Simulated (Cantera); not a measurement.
Input (Python, Cantera) and output of one run.

```python
import numpy as np
import cantera as ct

gas_names = [...]  # 151 gases of nasa_gas.yaml made of C, H, N, O, Si
cond_names = """
    C(gr) C6H6(L) C7H8(L) C8H18(L),n-octa H2O(s) H2O(L) Si(cr) Si(L) SiC(b) SiO2(Lqz) SiO2(hqz) SiO2(L)
    Si2N2O(s) Si3N4(a)
""".split()


# ... load() reads the species with a 1 bar reference pressure and builds the phases ...
atoms = {
    'TEOS': {'Si': 1, 'C': 8, 'H': 20, 'O': 4},
    'CO2': {'C': 1, 'O': 2},
    'N2': {'N': 2},
}
top_T = {'C(gr)': 4500, 'SiC(b)': 3050, 'Si2N2O(s)': 2100, 'Si3N4(a)': 2400}  # K; cautious upper limits of use, not melting points


# ... equilibrate(T, P, feed) seeds the gas with the atoms and calls Mixture.equilibrate('TP', solver="vcs", rtol=1e-11, max_steps=5000) ...
results = []
feed = {'TEOS': 1, 'CO2': 0.9, 'N2': 18}  # mol
T = 1350  # K
P = 500  # Pa
mix = equilibrate(T, P, feed)
results.append((T, P, feed, dict(zip(mix.species_names, mix.species_moles))))
x = sorted(zip(gas.X, gas.species_names), reverse=True)
print(f"T = {T:g} K  P = {P:g} Pa  gas = {mix.phase_moles(0):.4g} mol")
print("   x: " + "  ".join(f"{s} {v:.3e}" for v, s in x if v > 0.0001))
print("   condensed (mol): " + ("  ".join(f"{mix.phase(i).name} {mix.phase_moles(i):.4g}"
      for i in range(1, mix.n_phases) if mix.phase_moles(i) > 1e-12) or "none"))
```

Result:

```
T = 1350 K  P = 500 Pa  gas = 32.8 mol
   x: N2 5.335e-01  H2 3.048e-01  CO 1.616e-01  HCN 1.314e-04
   condensed (mol): C(gr) 3.596  Si2N2O(s) 0.4999
```

Equilibrium computed with Cantera from the NASA thermochemical tables; the gas is ideal and each condensed phase is pure. The feed counts by its element totals alone. N2 is the only nitrogen source here; it is nearly inert below about 1500 K, so the nitride shown seldom forms there in practice.
